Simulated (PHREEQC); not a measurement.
0.075 g of hydrous ferric oxide (600 m²/g; 0.2 weak and 0.005 strong sites per Fe, Dzombak-Morel constants, diffuse double layer) in 1 kg of water with 0.001 mol/kgw of an inert sodium salt and 4.2e-06 mol H3BO3 and 3e-05 mol MgCl2, at 25 °C; the pH is set by adding NaOH or the inert anion's acid. Oxygen is held at 0.21 atm. The system is closed to CO2. Precipitation was switched off in this run.

Model: ion-association model, wateq4f.dat, run in PHREEQC.

```json
[
 {"pH": "3", "B sorbed (%)": "0.0", "Mg sorbed (%)": "0.0", "surface charge σ (C/m²)": "0.255", "surface potential ψ (mV)": "233"},
 {"pH": "3.67", "B sorbed (%)": "0.0", "Mg sorbed (%)": "0.0", "surface charge σ (C/m²)": "0.156", "surface potential ψ (mV)": "220"},
 {"pH": "4.33", "B sorbed (%)": "0.0", "Mg sorbed (%)": "0.0", "surface charge σ (C/m²)": "0.093", "surface potential ψ (mV)": "197"},
 {"pH": "5", "B sorbed (%)": "0.1", "Mg sorbed (%)": "0.0", "surface charge σ (C/m²)": "0.052", "surface potential ψ (mV)": "169"},
 {"pH": "5.67", "B sorbed (%)": "0.1", "Mg sorbed (%)": "0.0", "surface charge σ (C/m²)": "0.027", "surface potential ψ (mV)": "136"},
 {"pH": "6.33", "B sorbed (%)": "0.1", "Mg sorbed (%)": "0.0", "surface charge σ (C/m²)": "0.014", "surface potential ψ (mV)": "101"},
 {"pH": "7", "B sorbed (%)": "0.1", "Mg sorbed (%)": "0.2", "surface charge σ (C/m²)": "0.006", "surface potential ψ (mV)": "64"},
 {"pH": "7.67", "B sorbed (%)": "0.1", "Mg sorbed (%)": "4.5", "surface charge σ (C/m²)": "0.002", "surface potential ψ (mV)": "26"},
 {"pH": "8.33", "B sorbed (%)": "0.0", "Mg sorbed (%)": "39.8", "surface charge σ (C/m²)": "0.000", "surface potential ψ (mV)": "-5"},
 {"pH": "9", "B sorbed (%)": "0.0", "Mg sorbed (%)": "88.5", "surface charge σ (C/m²)": "-0.003", "surface potential ψ (mV)": "-32"},
 {"pH": "9.67", "B sorbed (%)": "0.0", "Mg sorbed (%)": "99.3", "surface charge σ (C/m²)": "-0.007", "surface potential ψ (mV)": "-68"},
 {"pH": "10.33", "B sorbed (%)": "0.0", "Mg sorbed (%)": "100.0", "surface charge σ (C/m²)": "-0.016", "surface potential ψ (mV)": "-104"},
 {"pH": "11", "B sorbed (%)": "0.0", "Mg sorbed (%)": "100.0", "surface charge σ (C/m²)": "-0.038", "surface potential ψ (mV)": "-136"}
]
```

The oxide is taken as insoluble; below pH 4 it would dissolve.
